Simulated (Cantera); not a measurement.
A closed system holds: 1 mol SiCl4, 0.53 mol Cl2, 7.6 mol H2, at 3.90 bar.

Method: chemical equilibrium by Gibbs-energy minimisation in Cantera with the NASA 1993 tables (ideal gas, pure condensed phases). Candidate condensed phases: Si; 19 gas species. The tables' values for SiCl3 are old estimates; treat these amounts as uncertain. Equilibrium is a limit: real reactors are often held back by kinetics, nucleation or transport. All values below are at 1102 °C.

Base state: H2 0.737, HCl 0.154, SiCl4 0.0741, SiHCl3 0.0225, SiCl3 0.00755, SiCl2 0.00353, SiH2Cl2 0.00102, SiH3Cl 1.31e-5 (mole fractions); condensed: gas only.

### Question
What changes in the equilibrium state with this change: SiCl4 replaced by Si?

### Answer
| species | before | after |
|---|---|---|
| H2 | 0.737 | 0.926 |
| HCl | 0.154 | 0.0437 |
| SiHCl3 | 0.0225 | 0.0107 |
| SiCl4 | 0.0741 | 0.00791 |
| SiH3Cl | 1.31e-5 | 0.000123 |
| SiCl3 | 0.00755 | 0.00320 |
| Si(s), mol | 0 | 0.761 |
